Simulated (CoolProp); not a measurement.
CH3F (R41) along the isotherm 151.85 °C: Z from the reference equation and from simpler models built on Tc = 44.1 °C, pc = 5.906 MPa, ω = 0.200; each cubic takes its own stable root.

Computed with CoolProp (reference Helmholtz-energy equation of state, Lemmon 2006). It is a short technical equation, of lower accuracy than the large ones.

```csv
p (MPa),phase,reference,Redlich-Kwong,Soave-Redlich-Kwong,Peng-Robinson
5.91,supercritical,0.8560,0.8584,0.8865,0.8632
11.8,supercritical,0.7311,0.7380,0.7996,0.7629
17.7,supercritical,0.6549,0.6927,0.7681,0.7239
23.6,supercritical,0.6451,0.7195,0.7897,0.7379
29.5,supercritical,0.6784,0.7770,0.8400,0.7798
35.4,supercritical,0.7301,0.8459,0.9032,0.8345
41.3,supercritical,0.7895,0.9192,0.9724,0.8952
47.2,supercritical,0.8520,0.9943,1.044,0.9589
53.2,supercritical,0.9170,1.071,1.119,1.025
59.1,supercritical,0.9814,1.147,1.193,1.091
```
